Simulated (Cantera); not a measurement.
# Equilibrium for silicon etching in halogen gases: Si + F2

Feed: 1 mol Si, 2.7 mol F2, equilibrated at 0.133 bar.

Cantera equilibrium calculation (NASA polynomials, part measured and part estimated; ideal gas, pure solids and liquids). Candidate condensed phases: Si; 9 gas species. Kinetics and transport are ignored.

```json
[
 {"T (K)": "525", "log p SiF4": "-1.11", "log p F": "-5.49", "log p F2": "-1.26"},
 {"T (K)": "675", "log p SiF4": "-1.11", "log p F": "-3.70", "log p F2": "-1.26"},
 {"T (K)": "825", "log p SiF4": "-1.11", "log p F": "-2.56", "log p F2": "-1.28"},
 {"T (K)": "975", "log p SiF4": "-1.13", "log p F": "-1.80", "log p F2": "-1.36"},
 {"T (K)": "1125", "log p SiF4": "-1.19", "log p F": "-1.35", "log p F2": "-1.64"},
 {"T (K)": "1275", "log p SiF4": "-1.23", "log p F": "-1.17", "log p F2": "-2.18"},
 {"T (K)": "1425", "log p SiF4": "-1.25", "log p F": "-1.12", "log p F2": "-2.81"},
 {"T (K)": "1575", "log p SiF4": "-1.25", "log p F": "-1.11", "log p F2": "-3.37"}
]
```
log p: log10 of the partial pressure in bar; nothing condenses.

From 525 K to 1575 K nothing is condensed. The main Si-bearing gas is SiF4 throughout.
